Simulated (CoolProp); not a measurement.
Methanol at 298.15 K and 0.241 MPa flows at 0.44 m/s in a round tube of 10 mm bore and 0.25 µm roughness, fully developed (64/Re and Nu = 3.66 if laminar; Colebrook and Gnielinski if turbulent). Each further row changes one setting.

Model: reference Helmholtz-energy equation of state, de Reuck 1993, in CoolProp.

| case | Reynolds number | Darcy friction factor | pressure drop (Pa/m) | heat-transfer coefficient (W/(m² K)) | mass flow (kg/h) |
|---|---|---|---|---|---|
| as stated | 6360 | 0.0350 | 266 | 1010 | 97.8 |
| velocity 0.88 m/s | 12700 | 0.0290 | (withheld) | 1950 | 196 |
| diameter 20 mm | 12700 | 0.0290 | (withheld) | (withheld) | 391 |

Question: Some entries are withheld; supply them.

Answer: 
- velocity 0.88 m/s, pressure drop (Pa/m): 885
- diameter 20 mm, pressure drop (Pa/m): 110
- diameter 20 mm, heat-transfer coefficient (W/(m² K)): 976

Viscosity comes from a separate model (Xiang 2006). Thermal conductivity comes from a separate model (Sykioti 2013).
